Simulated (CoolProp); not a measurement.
Vapour-liquid equilibrium of propane (1) + dimethyl ether (2) at 268.5 K; x and y are mole fractions of (1).

Values from CoolProp's multi-fluid Helmholtz-energy mixture model, Lemmon 2009 and Wu 2011; pair parameters Bell 2016.

```tsv
x	bubble pressure, mixture model (kPa)	bubble pressure, Raoult's law (kPa)	y, mixture model	y, Raoult's law
0.05	249.9	235.1	0.134	0.087
0.125	280.6	248.9	0.278	0.206
0.2	305.8	262.8	0.381	0.312
0.275	326.8	276.7	0.461	0.408
0.35	344.4	290.5	0.526	0.495
0.425	359.2	304.4	0.583	0.573
0.5	371.8	318.2	0.634	0.645
0.575	382.6	332.1	0.682	0.711
0.65	391.7	345.9	0.729	0.771
0.725	399.2	359.8	0.778	0.827
0.8	405.1	373.6	0.829	0.879
0.875	409.2	387.5	0.886	0.927
0.95	410.9	401.3	0.951	0.972
```

The largest gap from Raoult's law is +18.6 % in bubble pressure, at x = 0.35. No azeotrope shows between x = 0.05 and 0.95.

The pair parameters rest on a limited set of measurements; away from them the model extrapolates.
